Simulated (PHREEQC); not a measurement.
Solution (35 °C): 2.5 mmol/kgw NaHS and 180 mmol/kgw NaOH. Closed to the air; pH follows from the charge balance.

Equilibrium calculation in PHREEQC: ion-association model, phreeqc.dat.

| quantity | before | after |
|---|---|---|
| pH | 12.78 | 12.51 |
| HS- (mol/kgw) | 0.000573 | 0.000987 |
| H2S (mol/kgw) | 4.27e-10 | 1.52e-9 |

Task: Which change was made?
A. 0.0037 mol/kgw TMAH added
B. NaOH left out
C. diluted 2-fold with water
D. NaOH from 0.18 to 0.09 mol/kgw
E. NaHS from 0.0025 to 0.00275 mol/kgw

Result: D, NaOH from 0.18 to 0.09 mol/kgw

This is a speciation only: nothing precipitates in the calculation. The database's pK near 12.9 for HS-/S-2 is now thought far too low, so its S-2 is overstated.
